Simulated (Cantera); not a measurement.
A Cantera script and what it prints.

```python
import numpy as np
import cantera as ct

gas_names = """
    H HO2 H2 H2O H2O2 O OH O2 O3 Pb PbO Pb2
""".split()
cond_names = """
    H2O(s) H2O(L) Pb(cr) Pb(L) PbO(rd) PbO(yw) PbO(L) PbO2(s) Pb3O4(s)
""".split()


def load(file, names, dense=False):
    # The tables refer to 1 bar. Condensed volumes are neglected.
    table = {s.name: s for s in ct.Species.list_from_file(file)}
    out = []
    for n in names:
        d = dict(table[n].input_data)
        d["thermo"] = dict(d["thermo"], **{"reference-pressure": 1e5})
        if dense:
            d["equation-of-state"] = {"model": "constant-volume", "density": "1e6 g/cm^3"}
        out.append(ct.Species.from_dict(d))
    return out


gas = ct.Solution(thermo="ideal-gas", species=load("nasa_gas.yaml", gas_names))
cond = {s.name: ct.Solution(thermo="fixed-stoichiometry", species=[s], name=s.name)
        for s in load("nasa_condensed.yaml", cond_names, dense=True)}
atoms = {
    'PbO': {'Pb': 1, 'O': 1},
    'H2': {'H': 2},
}
top_T = {'Pb3O4(s)': 820}  # K; cautious upper limits of use, not melting points


def equilibrate(T, P, feed):
    n = {}
    for name, mol in feed.items():
        for a, k in atoms[name].items():
            n[a] = n.get(a, 0.0) + k * mol
    gas.TPX = T, P, n
    mass = sum(n.values()) * gas.mean_molecular_weight
    gas.equilibrate("TP")
    valid = [c for c in cond.values() if c.min_temp <= T <= top_T.get(c.name, c.max_temp)]
    mix = ct.Mixture([(gas, mass / gas.mean_molecular_weight)] + [(c, 0.0) for c in valid])
    mix.T, mix.P = T, P
    mix.equilibrate("TP", solver="vcs", rtol=1e-11, max_steps=5000)
    return mix


results = []
feed = {'PbO': 1, 'H2': 33}  # mol
T = 1200  # K
P = 13332.2  # Pa
mix = equilibrate(T, P, feed)
results.append((T, P, feed, dict(zip(mix.species_names, mix.species_moles))))
x = sorted(zip(gas.X, gas.species_names), reverse=True)
print(f"T = {T:g} K  P = {P:g} Pa  gas = {mix.phase_moles(0):.4g} mol")
print("   x: " + "  ".join(f"{s} {v:.3e}" for v, s in x if v > 0.001))
print("   condensed (mol): " + ("  ".join(f"{mix.phase(i).name} {mix.phase_moles(i):.4g}"
      for i in range(1, mix.n_phases) if mix.phase_moles(i) > 1e-12) or "none"))
```

It prints:

```
T = 1200 K  P = 13332.2 Pa  gas = 33.16 mol
   x: H2 9.650e-01  H2O 3.016e-02  Pb 4.824e-03
   condensed (mol): Pb(L) 0.84
```

Cantera equilibrium calculation (NASA polynomials, part measured and part estimated; ideal gas, pure solids and liquids).
